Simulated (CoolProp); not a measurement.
Properties of R236EA along the isobar 2570 kPa (Tc = 139.3 °C, pc = 3414 kPa, ω = 0.368).

Model: reference Helmholtz-energy equation of state, Rui 2013, in CoolProp.

```json
[
 {"T (°C)": "-24.65", "phase": "liquid", "cp (kJ/(kg K))": "1.208", "isothermal compressibility (1/MPa)": "0.001365", "expansivity (1/kK)": "[?]", "fugacity coefficient": "0.01027"},
 {"T (°C)": "-6.55", "phase": "liquid", "cp (kJ/(kg K))": "1.217", "isothermal compressibility (1/MPa)": "0.001712", "expansivity (1/kK)": "1.846", "fugacity coefficient": "0.02477"},
 {"T (°C)": "11.65", "phase": "liquid", "cp (kJ/(kg K))": "1.233", "isothermal compressibility (1/MPa)": "0.002195", "expansivity (1/kK)": "2.006", "fugacity coefficient": "0.05188"},
 {"T (°C)": "29.85", "phase": "liquid", "cp (kJ/(kg K))": "1.257", "isothermal compressibility (1/MPa)": "0.002886", "expansivity (1/kK)": "2.216", "fugacity coefficient": "0.09663"},
 {"T (°C)": "47.95", "phase": "liquid", "cp (kJ/(kg K))": "[?]", "isothermal compressibility (1/MPa)": "[?]", "expansivity (1/kK)": "2.507", "fugacity coefficient": "0.1631"},
 {"T (°C)": "66.15", "phase": "liquid", "cp (kJ/(kg K))": "1.334", "isothermal compressibility (1/MPa)": "0.005653", "expansivity (1/kK)": "2.942", "fugacity coefficient": "[?]"},
 {"T (°C)": "84.35", "phase": "liquid", "cp (kJ/(kg K))": "1.401", "isothermal compressibility (1/MPa)": "0.008900", "expansivity (1/kK)": "3.657", "fugacity coefficient": "[?]"},
 {"T (°C)": "102.55", "phase": "liquid", "cp (kJ/(kg K))": "1.518", "isothermal compressibility (1/MPa)": "0.01660", "expansivity (1/kK)": "5.107", "fugacity coefficient": "0.5159"},
 {"T (°C)": "120.65", "phase": "liquid", "cp (kJ/(kg K))": "1.869", "isothermal compressibility (1/MPa)": "[?]", "expansivity (1/kK)": "10.36", "fugacity coefficient": "0.6746"},
 {"T (°C)": "138.85", "phase": "gas", "cp (kJ/(kg K))": "1.427", "isothermal compressibility (1/MPa)": "0.6892", "expansivity (1/kK)": "10.53", "fugacity coefficient": "0.7474"}
]
```

**Question.** What belongs in the gaps?

**Answer.** 
- -24.65, expansivity (1/kK): 1.721
- 47.95, cp (kJ/(kg K)): 1.289
- 47.95, isothermal compressibility (1/MPa): 0.003926
- 66.15, fugacity coefficient: 0.2552
- 84.35, fugacity coefficient: 0.3735
- 120.65, isothermal compressibility (1/MPa): 0.05200
